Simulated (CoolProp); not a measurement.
20 sccm (0 °C, 1 atm) of nitrogen bubbles through liquid propylene glycol at 327.3 K and leaves saturated at a total pressure of 0.00471 MPa (ideal gas phase). Each further row changes one setting.

Computed with CoolProp (reference Helmholtz-energy equation of state, Eisenbach 2021).

```
case                        vapour pressure (kPa)  mole fraction of vapour  delivery (mg/min)  delivery (sccm)  change of delivery for a bath 1 K warmer (%)
--------------------------  ---------------------  -----------------------  -----------------  ---------------  --------------------------------------------
as stated                                   0.182                   0.0386               2.72              [?]                                           [?]
bath temperature 332.3 K                    0.258                   0.0547               3.93             1.16                                           7.5
total pressure 0.00942 MPa                  0.182                      [?]                [?]              [?]                                           7.5
```

Task: Complete the blanks.

Result: 
- as stated, delivery (sccm): 0.802
- as stated, change of delivery for a bath 1 K warmer (%): 7.7
- total pressure 0.00942 MPa, mole fraction of vapour: 0.0193
- total pressure 0.00942 MPa, delivery (mg/min): 1.33
- total pressure 0.00942 MPa, delivery (sccm): 0.393
